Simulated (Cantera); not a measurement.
Charge: 1 mol CH3F, equilibrated at 24.0 Pa.

Method: chemical equilibrium by Gibbs-energy minimisation in Cantera with the NASA 1993 tables (ideal gas, pure condensed phases). Candidate condensed phases: C, C6H6, C7H8, C8H18; 95 gas species. The numbers say what is thermodynamically allowed, not how fast it happens. All values below are at 1550 K.

Base state: HF 0.500, H2 0.499, H 0.00144 (mole fractions); condensed: C(graphite).

What changes in the equilibrium state with this change: pressure from 24.0 Pa to 0.100 bar?


| species | before | after |
|---|---|---|
| HF | 0.500 | 0.500 |
| H2 | 0.499 | 0.500 |
| H | 0.00144 | 7.04e-5 |
| CH4 | 1.21e-7 | 5.08e-5 |
| C(graphite), mol | 1.000 | 1.000 |
